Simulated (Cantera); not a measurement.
Mixture: 13.6 % CH₄, 18.1 % O₂, 68.3 % N₂, equivalence ratio 1.5, at 1500 Torr, adiabatic and at constant volume. Ignition delay is the time to a rise of 400 K.

Model: GRI-Mech 3.0 (53 species, 325 reactions), integrated in Cantera.

Question: Predict: delay at 1125 K; delay at 1200 K; delay at 1275 K; delay at 1350 K; delay at 1425 K; apparent activation energy between 1275 and 1425 K.

Answer: 
```json
{
  "delay at 1125 K": "85.8 ms",
  "delay at 1200 K": "29.1 ms",
  "delay at 1275 K": "10.7 ms",
  "delay at 1350 K": "4.18 ms",
  "delay at 1425 K": "1.74 ms",
  "apparent activation energy between 1275 and 1425 K": "180 kJ/mol"
}
```
